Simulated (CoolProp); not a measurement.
The fluid at 298.15 K and 2.02 MPa flows at 0.091 m/s in a round tube of 1 mm bore and 15 µm roughness, fully developed (64/Re and Nu = 3.66 if laminar; Colebrook and Gnielinski if turbulent). The same conditions are run with several fluids, on thermodynamics alone (safety and materials aside).

Computed with CoolProp (reference Helmholtz-energy equation of state of each fluid (n-heptane: Span 2003; n-octane: Beckmüller 2019; R152A: Outcalt 1996; water: Wagner 2002; R404A: Lemmon 2003)). Blends and air are pseudo-pure fits.

```csv
fluid,Reynolds number,Darcy friction factor,pressure drop (Pa/m),heat-transfer coefficient (W/(m² K)),mass flow (kg/h)
n-heptane,156,0.411,1160,451,0.175
n-octane,122,0.524,1520,459,0.180
R152A,498,0.128,481,374,0.233
water,102,0.627,2590,2220,0.257
R404A,741,0.0864,376,252,0.271
```

Transport values come from each fluid's own correlations; those of R152A are estimates that may be off by 10 % or more.
